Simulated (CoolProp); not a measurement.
Isobutene along the isotherm 222.6 K: Z from the reference equation and from simpler models built on Tc = 418.1 K, pc = 4016 kPa, ω = 0.193; each cubic takes its own stable root.

Computed with CoolProp (reference Helmholtz-energy equation of state, Lemmon 2005). It is a short technical equation, of lower accuracy than the large ones.

| p (kPa) | phase | reference | van der Waals | Peng-Robinson |
|---|---|---|---|---|
| 1250 | liquid | 0.05614 | 0.09043 | 0.05354 |
| 2510 | liquid | 0.1126 | [?] | 0.1073 |
| 3760 | liquid | 0.1684 | 0.2693 | 0.1605 |
| 5020 | liquid | 0.2244 | 0.3579 | 0.2140 |
| 6270 | liquid | [?] | 0.4451 | 0.2669 |
| 7530 | liquid | [?] | [?] | 0.3200 |
| 8780 | liquid | 0.3908 | [?] | 0.3726 |
| 10000 | liquid | 0.4445 | 0.7020 | 0.4238 |
| 11300 | liquid | 0.5016 | 0.7905 | 0.4782 |
| 12500 | liquid | [?] | 0.8717 | 0.5283 |
| 13800 | liquid | 0.6109 | 0.9593 | 0.5824 |
| 15100 | liquid | [?] | 1.046 | 0.6364 |
| 16300 | liquid | 0.7197 | 1.127 | 0.6861 |
| 17600 | liquid | 0.7760 | 1.213 | 0.7399 |
| 18800 | liquid | [?] | 1.293 | 0.7894 |
| 20100 | liquid | 0.8840 | 1.378 | 0.8430 |

**Question.** Complete the blanks.

**Answer.** 
- 2510, van der Waals: 0.1806
- 6270, reference: 0.2799
- 7530, reference: 0.3357
- 7530, van der Waals: 0.5325
- 8780, van der Waals: 0.6185
- 12500, reference: 0.5541
- 15100, reference: 0.6675
- 18800, reference: 0.8279
